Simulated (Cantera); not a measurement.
Input (Python, Cantera) and output of one run.

```python
import numpy as np
import cantera as ct

gas_names = """
    Fe FeO Fe(OH)2 H HO2 H2 H2O H2O2 H2S H2SO4 O OH O2 O3 S SH SO SO2 SO3 S2 S2O S8
""".split()
cond_names = """
    Fe(a) Fe(c) Fe(d) Fe(L) FeO(s) FeO(L) Fe(OH)2(s) Fe(OH)3(s) FeS(a) FeS(b) FeS(c) FeS(L) FeSO4(s)
    FeS2(s) Fe2O3(s) Fe2S3O12(s) Fe3O4(s) H2O(s) H2O(L) H2SO4(L) S(cr1) S(cr2) S(L)
""".split()


# ... load() reads the species with a 1 bar reference pressure and builds the phases ...
atoms = {
    'FeS2': {'Fe': 1, 'S': 2},
    'SO2': {'S': 1, 'O': 2},
    'H2O': {'H': 2, 'O': 1},
}
top_T = {'FeSO4(s)': 950, 'FeS2(s)': 1010, 'Fe2O3(s)': 1830, 'Fe2S3O12(s)': 1100, 'Fe3O4(s)': 1870}  # K; cautious upper limits of use, not melting points


# ... equilibrate(T, P, feed) seeds the gas with the atoms and calls Mixture.equilibrate('TP', solver="vcs", rtol=1e-11, max_steps=5000) ...
results = []
feed = {'FeS2': 1, 'SO2': 0.77, 'H2O': 0.069}  # mol
P = 100000  # Pa
for T in [1023, 1123, 1223, 1323, 1423, 1523, 1623, 1723, 1823, 1923]:
    mix = equilibrate(T, P, feed)
    results.append((T, P, feed, dict(zip(mix.species_names, mix.species_moles))))

top = {s: max(r[3][s] / sum(r[3][g] for g in gas_names) for r in results) for s in gas_names}
cols = sorted((s for s in top if top[s] > 1e-05), key=lambda s: -top[s])[:7]
seen = [c for c in cond_names if any(r[3].get(c, 0) > 1e-12 for r in results)]
print("log10 of partial pressures in bar; condensed amounts in mol")
print(f"{'T/K':>10s}" + "".join(f"{s[:9]:>10s}" for s in cols + seen))
for T, P, feed, n in results:
    ng = sum(n[g] for g in gas_names)
    print(f"{T:10.4g}" + "".join(f"{np.log10(max(n[s] / ng * P / 1e5, 1e-99)):10.3f}" for s in cols)
          + "".join(f"{n.get(c, 0):10.4g}" for c in seen))
```

Result:

```
log10 of partial pressures in bar; condensed amounts in mol
       T/K       SO2        S2       H2O        SO       S2O       H2S        H2    FeS(c)    FeS(L)
      1023    -0.241    -0.451    -1.377    -4.271    -1.698    -2.011    -3.813         1         0
      1123    -0.242    -0.449    -1.361    -3.718    -1.714    -2.097    -3.490         1         0
      1223    -0.242    -0.448    -1.352    -3.256    -1.728    -2.171    -3.221         1         0
      1323    -0.243    -0.448    -1.348    -2.864    -1.740    -2.236    -2.995         1         0
      1423    -0.244    -0.448    -1.347    -2.528    -1.752    -2.295    -2.802         1         0
      1523    -0.245    -0.449    -1.350    -2.237    -1.762    -2.349    -2.638         0         1
      1623    -0.247    -0.450    -1.356    -1.982    -1.773    -2.400    -2.496         0         1
      1723    -0.250    -0.454    -1.366    -1.758    -1.785    -2.449    -2.374         0         1
      1823    -0.255    -0.459    -1.380    -1.560    -1.798    -2.497    -2.269         0         1
      1923    -0.262    -0.466    -1.396    -1.385    -1.813    -2.546    -2.179         0         1
```

Equilibrium computed with Cantera from the NASA thermochemical tables; the gas is ideal and each condensed phase is pure. FeS: taken at fixed stoichiometry. Gases not in the tables: S3 to S7.
